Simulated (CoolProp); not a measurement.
Vapour-liquid equilibrium of benzene (1) + p-xylene (2) at 392.3 K; x and y are mole fractions of (1).

The numbers come from the multi-fluid Helmholtz-energy mixture model, Thol 2012 and Zhou 2012; pair parameters Bell 2016 in CoolProp.

Question: Give the bubble pressure and the first vapour's composition at x = 0.2, 0.425, 0.575. Is there an azeotrope?

Answer: x = 0.2: 1.030 bar, y = 0.533; x = 0.425: 1.554 bar, y = 0.773; x = 0.575: 1.911 bar, y = 0.862. No azeotrope shows between x = 0.05 and 0.95.

Pair parameters are fitted to limited data, so mixtures are less certain than the pure fluids.
